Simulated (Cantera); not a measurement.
Charge: 1 mol Cu2O, 0.84 mol C, 3.4 mol H2, at 1 atm.

Cantera equilibrium calculation (NASA polynomials, part measured and part estimated; ideal gas, pure solids and liquids). Candidate condensed phases: C, C6H6, C7H8, C8H18, Cu, CuO, Cu(OH)2, Cu2O, H2O; 113 gas species. Kinetics and transport are ignored. All values below are at 1423 K.

Base state: H2 0.768, CO 0.194, H2O 0.0340, CO2 0.00379, CH4 3.13e-5 (mole fractions); condensed: Cu(l).

What changes in the equilibrium state with this change: C from 0.84 to 1.9 mol?


```json
[
 {"species": "H2", "before": "0.768", "after": "0.770"},
 {"species": "CO", "before": "0.194", "after": "0.227"},
 {"species": "CH4", "before": "3.13e-5", "after": "0.00229"},
 {"species": "H2O", "before": "0.0340", "after": "0.000547"},
 {"species": "CO2", "before": "0.00379", "after": "7.13e-5"},
 {"species": "Cu(l), mol", "before": "2.00", "after": "2.00"},
 {"species": "C(graphite), mol", "before": "0", "after": "0.893"}
]
```
